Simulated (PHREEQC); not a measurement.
A solution holds 0.0072 mol HF and 0.022 mol NaF per kg of water, at 65 °C. Closed to the air; pH follows from the charge balance.

Equilibrium calculation in PHREEQC: ion-association model, wateq4f.dat.

This is a speciation only: nothing precipitates in the calculation.

Question: Order these F species by the share of F that they hold, largest first: NaF, F-, H2F2, HF, HF2-.

Answer: F- (73 %), HF (22 %), HF2- (4.1 %), NaF (0.67 %), H2F2 (0.16 %)

The pH is 3.96 and the ionic strength 0.0219 mol/kgw. At this temperature some constants are extrapolated from 25 °C, and those without enthalpy data are left unchanged.
